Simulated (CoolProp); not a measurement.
Vapour-liquid equilibrium of CHF3 (R23) (1) + CH2F2 (R32) (2) at 0.103 MPa; x and y are mole fractions of (1).

Values from CoolProp's multi-fluid Helmholtz-energy mixture model, Penoncello 2003 and Tillner-Roth 1997; pair parameters Bell 2016.

```
x     bubble temperature, mixture model (°C)  bubble temperature, Raoult's law (°C)  y, mixture model  y, Raoult's law
----  --------------------------------------  -------------------------------------  ----------------  ---------------
0.05                                   -54.5                                  -54.5                 ?            0.193
0.15                                   -59.9                                  -59.8             0.451            0.458
0.25                                       ?                                  -64.1             0.619            0.626
0.35                                   -67.9                                  -67.7             0.731            0.738
0.45                                   -70.9                                  -70.7                 ?            0.816
0.55                                       ?                                  -73.3             0.865            0.872
0.65                                   -75.7                                  -75.6                 ?            0.914
0.75                                   -77.6                                  -77.6             0.941            0.947
0.85                                   -79.4                                  -79.4                 ?            0.972
0.95                                   -81.0                                  -81.0                 ?            0.992
```

Problem. Fill in the missing entries.

Solution. 
- 0.05, y, mixture model: 0.188
- 0.25, bubble temperature, mixture model (°C): -64.3
- 0.45, y, mixture model: 0.809
- 0.55, bubble temperature, mixture model (°C): -73.5
- 0.65, y, mixture model: 0.908
- 0.85, y, mixture model: 0.968
- 0.95, y, mixture model: 0.990

The largest gap from Raoult's law is -0.2 K in bubble temperature, at x = 0.35. No azeotrope shows between x = 0.05 and 0.95.

The pair parameters rest on a limited set of measurements; away from them the model extrapolates.
